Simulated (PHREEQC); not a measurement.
# Silver or lead bath: an equilibrium model

Consider water at 25 °C with 9.4 mmol/kgw Ag2SO4, 0.67 mmol/kgw HNO3 and 0.051 mmol/kgw Zn(NO3)2. Closed to the air; pH follows from the charge balance.

Computed with PHREEQC (ion-association model, wateq4f.dat).

This is a speciation only: nothing precipitates in the calculation.

What pH does the model give?

pH 3.38.

In which forms is S present?

SO4-2 82 %, AgSO4- 15 %, HSO4- 2.1 % of the S.

Species that the database lacks are ignored.
